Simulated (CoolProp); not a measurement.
The fluid at 293.15 K and 0.47 MPa is compressed adiabatically to 1.58 MPa with isentropic efficiency 0.8. The same conditions are run with several fluids, on thermodynamics alone (safety and materials aside).

Computed with CoolProp (reference Helmholtz-energy equation of state of each fluid (carbonyl sulfide: Lemmon 2006; propane: Lemmon 2009; hydrogen sulfide: Lemmon 2006; CH3F (R41): Lemmon 2006; R507A: Lemmon 2003)). Blends and air are pseudo-pure fits.

Q: Rank carbonyl sulfide, propane, hydrogen sulfide, CH3F (R41), R507A by work (kJ/kg), highest first.

A: hydrogen sulfide (121), CH3F (R41) (118), propane (78.9), carbonyl sulfide (64.7), R507A (34.8)

```tsv
fluid	final temperature (K)	final density (kg/m³)
carbonyl sulfide	391.3	31.7
propane	350.3	28.9
hydrogen sulfide	416.4	16.2
CH3F (R41)	398.3	17.1
R507A	343.7	66.1
```
